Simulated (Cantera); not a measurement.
An isothermal, constant-pressure homogeneous reactor starts with NH₃ : N₂ = 1 : 0.6 (molar parts), at 1925 K and 90.0 Torr. Integrator tolerance rtol = 1e-08.

Cantera simulation using the gas-phase N/H chemistry of the illustrative SiF4/NH3 mechanism in the Surface Chemkin manual (1991); the numbers are that mechanism's predictions, not measurements. Walls and surfaces, which speed up NH3 decomposition in real reactors, are not modelled.

**Question.** What does this change do: N2 0.6 to 4 parts?

**Answer.** 
```json
[
 {"quantity": "x(NH₃) at 2.00 s", "before": "0.0295 (gas-phase equilibrium 7.75e-7)", "after": "0.00898 (gas-phase equilibrium 2.94e-7)"},
 {"quantity": "x(NH₂) at 2.00 s", "before": "8.91e-5 (gas-phase equilibrium 8.03e-9)", "after": "4.12e-5 (gas-phase equilibrium 4.63e-9)"},
 {"quantity": "x(H) at 2.00 s", "before": "0.000586 (gas-phase equilibrium 0.00211)", "after": "0.000387 (gas-phase equilibrium 0.00139)"},
 {"quantity": "x(H₂) at 2.00 s", "before": "0.549 (gas-phase equilibrium 0.575)", "after": "0.238 (gas-phase equilibrium 0.249)"},
 {"quantity": "x(N₂H₄) at 2.00 s", "before": "8.30e-10 (gas-phase equilibrium <1e-12)", "after": "1.77e-10 (gas-phase equilibrium <1e-12)"}
]
```
